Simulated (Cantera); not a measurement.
# Gas-phase reforming

An isothermal, constant-pressure homogeneous reactor starts with CH4 : CO2 = 1 : 0.39 (molar parts), at 1798 K and 0.150 bar.

Computed with Cantera and GRI-Mech 3.0 (53 species, 325 reactions). GRI-Mech 3.0 stops at C3 and has no aromatics, soot or wall deposition, so with more carbon than oxygen in the feed, carbon stays in small species such as C2H2 where larger ones or solid carbon would form.

```
t (s)       x CH4     x CO2     x H2   x CH2O   x CH2CO    x C2H6
--------  -------  --------  -------  -------  --------  --------
0.000200    0.711     0.280  0.00383  9.75e-6  3.66e-10  0.000235
0.000537    0.676     0.276   0.0274  6.30e-5   2.47e-8   0.00130
0.00144     0.514     0.250    0.157  7.23e-5   1.57e-6   0.00159
0.00386     0.300     0.196    0.340  2.91e-5   1.57e-5  0.000504
0.0104      0.147     0.130    0.442  1.13e-5   4.04e-5  0.000138
0.0278     0.0548    0.0491    0.466  3.57e-6   7.44e-5   2.68e-5
0.0746     0.0210    0.0127    0.484  1.17e-6   7.47e-5   5.20e-6
0.200      0.0143   0.00869    0.525  4.91e-7   4.23e-5   2.28e-6
0.537     0.00942   0.00427    0.568  1.35e-7   1.54e-5   8.98e-7
1.44      0.00450  0.000901    0.598  2.13e-8   2.80e-6   2.00e-7
3.86      0.00161   2.19e-5    0.607  1.07e-8   1.61e-7   3.44e-8
10.4      0.00137   2.86e-8    0.608  1.06e-8   8.75e-8   2.79e-8
27.8      0.00137   2.74e-8    0.608  1.06e-8   8.75e-8   2.79e-8
74.6      0.00137   2.74e-8    0.608  1.06e-8   8.75e-8   2.79e-8
200       0.00137   2.74e-8    0.608  1.06e-8   8.75e-8   2.79e-8
```
x: mole fraction; the columns are a selection and need not sum to one.

Equilibrium at this temperature and pressure: CH4 0.00137, CO2 2.74e-8, H2 0.608, CH2O 1.06e-8, CH2CO 8.75e-8, C2H6 2.79e-8 (gas phase only).
